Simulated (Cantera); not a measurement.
What does this Cantera script print?

```python
import numpy as np
import cantera as ct

gas_names = """
    CL CL2 H HCL H2 N NH NH2 NH3 N2 N2H2 N2H4 Pb PbCL PbCL2 PbCL4 Pb2
""".split()
cond_names = """
    NH4CL(a) NH4CL(b) Pb(cr) Pb(L) PbCL2(s) PbCL2(L)
""".split()


def load(file, names, dense=False):
    # The tables refer to 1 bar. Condensed volumes are neglected.
    table = {s.name: s for s in ct.Species.list_from_file(file)}
    out = []
    for n in names:
        d = dict(table[n].input_data)
        d["thermo"] = dict(d["thermo"], **{"reference-pressure": 1e5})
        if dense:
            d["equation-of-state"] = {"model": "constant-volume", "density": "1e6 g/cm^3"}
        out.append(ct.Species.from_dict(d))
    return out


gas = ct.Solution(thermo="ideal-gas", species=load("nasa_gas.yaml", gas_names))
cond = {s.name: ct.Solution(thermo="fixed-stoichiometry", species=[s], name=s.name)
        for s in load("nasa_condensed.yaml", cond_names, dense=True)}
atoms = {
    'PbCl2': {'Pb': 1, 'CL': 2},
    'H2': {'H': 2},
    'N2': {'N': 2},
}
top_T = {}  # K; cautious upper limits of use, not melting points


def equilibrate(T, P, feed):
    n = {}
    for name, mol in feed.items():
        for a, k in atoms[name].items():
            n[a] = n.get(a, 0.0) + k * mol
    gas.TPX = T, P, n
    mass = sum(n.values()) * gas.mean_molecular_weight
    gas.equilibrate("TP")
    valid = [c for c in cond.values() if c.min_temp <= T <= top_T.get(c.name, c.max_temp)]
    mix = ct.Mixture([(gas, mass / gas.mean_molecular_weight)] + [(c, 0.0) for c in valid])
    mix.T, mix.P = T, P
    mix.equilibrate("TP", solver="vcs", rtol=1e-11, max_steps=5000)
    return mix


results = []
feed = {'PbCl2': 1, 'H2': 0.86, 'N2': 4.6}  # mol
T = 1700  # K
P = 10000  # Pa
mix = equilibrate(T, P, feed)
results.append((T, P, feed, dict(zip(mix.species_names, mix.species_moles))))
print(gas.report(threshold=1e-05))
for i in range(1, mix.n_phases):
    print(f"{mix.phase(i).name:16s} {mix.phase_moles(i):12.5e} mol")
```

Output:

```
       temperature   1700 K
          pressure   10000 Pa
           density   0.040936 kg/m^3
  mean mol. weight   57.862 kg/kmol
   phase of matter   gas

                          1 kg             1 kmol
                     ---------------   ---------------
          enthalpy        6.4148e+05        3.7117e+07  J
   internal energy        3.9719e+05        2.2982e+07  J
           entropy            4819.5        2.7886e+05  J/K
    Gibbs function       -7.5516e+06       -4.3695e+08  J
 heat capacity c_p            608.73             35222  J/K
 heat capacity c_v            465.03             26908  J/K

                      mass frac. Y      mole frac. X     chem. pot. / RT
                     ---------------   ---------------   ---------------
                CL         0.0001972        0.00032187           -24.101
                 H        1.5541e-06        8.9209e-05           -12.292
               HCL           0.10718           0.17011           -36.392
                H2         0.0012771          0.036656           -24.584
                N2            0.3153           0.65125           -29.137
                Pb           0.16096          0.044949           -14.981
              PbCL           0.33773          0.080534           -39.081
             PbCL2          0.077309          0.016085           -63.182
     [   +9 minor]        3.6381e-05        5.9147e-06

Pb(L)             0.00000e+00 mol
PbCL2(L)          0.00000e+00 mol
```

Equilibrium computed with Cantera from the NASA thermochemical tables; the gas is ideal and each condensed phase is pure.
